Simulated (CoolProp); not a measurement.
Vapour-liquid equilibrium of benzene (1) + dimethyl carbonate (2) at 245 kPa; x and y are mole fractions of (1).

The numbers come from the multi-fluid Helmholtz-energy mixture model, Thol 2012 and Zhou 2011; pair parameters Bell 2016 in CoolProp.

| x | bubble temperature (°C) | y at the bubble point | dew temperature at overall composition x (°C) | liquid density (mol/L) |
|---|---|---|---|---|
| 0.05 | 119.5 | 0.076 | 119.8 | 10.30 |
| 0.15 | 117.5 | 0.208 | 118.4 | 10.26 |
| 0.25 | 116.0 | 0.321 | 116.9 | 10.22 |
| 0.35 | 114.7 | 0.421 | 115.6 | 10.18 |
| 0.45 | 113.7 | 0.512 | 114.4 | 10.14 |
| 0.55 | 112.9 | 0.598 | 113.3 | 10.10 |
| 0.65 | 112.3 | 0.682 | 112.5 | 10.06 |
| 0.75 | 111.9 | 0.766 | 111.9 | 10.03 |
| 0.85 | 111.7 | 0.854 | 111.7 | 9.994 |
| 0.95 | 111.7 | 0.949 | 111.7 | 9.961 |

y crosses x between x = 0.85 and 0.95: the model has an azeotrope there.

The pair parameters rest on a limited set of measurements; away from them the model extrapolates.
